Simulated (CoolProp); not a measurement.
Model: reference Helmholtz-energy equation of state, Zhou 2012, in CoolProp.

Q: Give the vapour pressure (MPa), vapour density (kg/m³) of saturated p-xylene at 467, 503.3 K.

A: 
| T (K) | p (MPa) | vapour density (kg/m³) |
|---|---|---|
| 467 | 0.366 | 11.3 |
| 503.3 | 0.715 | 22.1 |
